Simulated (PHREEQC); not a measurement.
Solution (25 °C): 1.3 mmol/kgw NaOH, 0.0056 mmol/kgw H4SiO4 and 180 mmol/kgw K2CO3. Closed to the air; pH follows from the charge balance.

Computed with PHREEQC (ion-association model, phreeqc.dat).

```tsv
quantity	before	after
pH	11.50	11.76
ionic strength (mol/kgw)	0.536	0.538
H3SiO4- (mol/kgw)	5.21e-6	5.26e-6
H2SiO4-2 (mol/kgw)	3.26e-7	2.89e-7
H4SiO4 (mol/kgw)	6.31e-8	5.22e-8
SI of Quartz (SiO2)	-3.16	-3.09
```

Q: What was changed between the two runs?
A) NaOH left out
B) 0.0039 mol/kgw H2SO4 added
C) temperature from 25 to 15 °C
D) K2CO3 left out
E) K2CO3 replaced by K2HPO4 at the same molality

A: C, temperature from 25 to 15 °C

This is a speciation only: nothing precipitates in the calculation.
